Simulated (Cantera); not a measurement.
Input (Python, Cantera) and output of one run.

```python
import numpy as np
import cantera as ct

gas_names = """
    AL ALN ALO ALO2 AL2 AL2O AL2O2 N NO NO2 NO3 N2 N2O O O2 O3
""".split()
cond_names = """
    AL(cr) AL(L) ALN(s) AL2O3(a) AL2O3(L)
""".split()


# ... load() reads the species with a 1 bar reference pressure and builds the phases ...
atoms = {
    'Al2O3': {'AL': 2, 'O': 3},
    'N2': {'N': 2},
}
top_T = {'ALN(s)': 2750}  # K; cautious upper limits of use, not melting points


# ... equilibrate(T, P, feed) seeds the gas with the atoms and calls Mixture.equilibrate('TP', solver="vcs", rtol=1e-11, max_steps=5000) ...
results = []
feed = {'Al2O3': 1, 'N2': 1}  # mol
P = 100000  # Pa
for T in [2273, 2298, 2323, 2348, 2373, 2398, 2423, 2448, 2473, 2498, 2523, 2548, 2573, 2598]:
    mix = equilibrate(T, P, feed)
    results.append((T, P, feed, dict(zip(mix.species_names, mix.species_moles))))

top = {s: max(r[3][s] / sum(r[3][g] for g in gas_names) for r in results) for s in gas_names}
cols = sorted((s for s in top if top[s] > 0.001), key=lambda s: -top[s])[:6]
seen = [c for c in cond_names if any(r[3].get(c, 0) > 1e-12 for r in results)]
print("log10 of partial pressures in bar; condensed amounts in mol")
print(f"{'T/K':>10s}" + "".join(f"{s[:9]:>10s}" for s in cols + seen))
for T, P, feed, n in results:
    ng = sum(n[g] for g in gas_names)
    print(f"{T:10.4g}" + "".join(f"{np.log10(max(n[s] / ng * P / 1e5, 1e-99)):10.3f}" for s in cols)
          + "".join(f"{n.get(c, 0):10.4g}" for c in seen))
```

Result:

```
log10 of partial pressures in bar; condensed amounts in mol
       T/K        N2  AL2O3(a)  AL2O3(L)
      2273    -0.000         1         0
      2298    -0.000         1         0
      2323    -0.000         1         0
      2348    -0.000         0         1
      2373    -0.000         0         1
      2398    -0.000         0         1
      2423    -0.000         0         1
      2448    -0.000         0         1
      2473    -0.000         0         1
      2498    -0.000         0         1
      2523    -0.000         0         1
      2548    -0.000         0         1
      2573    -0.000         0         1
      2598    -0.000         0         1
```

Equilibrium computed with Cantera from the NASA thermochemical tables; the gas is ideal and each condensed phase is pure.
